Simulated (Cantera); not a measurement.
Input: 1 mol TEOS, 0.28 mol H2O, 0.1 mol H2, held at 1150 °C and 0.000200 bar.

Cantera equilibrium calculation (NASA polynomials, part measured and part estimated; ideal gas, pure solids and liquids). Candidate condensed phases: C, C6H6, C7H8, C8H18, H2O, Si, SiC, SiO2; 123 gas species. The feed counts by its element totals alone. The numbers say what is thermodynamically allowed, not how fast it happens.

Base state: H2 0.708, CO 0.291, SiO 0.000407, H 0.000396 (mole fractions); condensed: C(graphite) + SiC(s).

Problem. What changes in the equilibrium state with this change: H2O from 0.28 to 10 mol?

Solution. 
| species | before | after |
|---|---|---|
| H2 | 0.708 | 0.596 |
| CO | 0.291 | 0.262 |
| H2O | 1.27e-7 | 0.119 |
| CO2 | 2.31e-8 | 0.0231 |
| SiO | 0.000407 | 4.10e-6 |
| H | 0.000396 | 0.000363 |
| C(graphite), mol | 2.73 | 0 |
| SiC(s), mol | 0.994 | 0 |
| SiO2(β-quartz), mol | 0 | 1.000 |
The tables hold silica as quartz up to 1696 K and as liquid above; real silica turns to tridymite and cristobalite and melts near 1996 K.
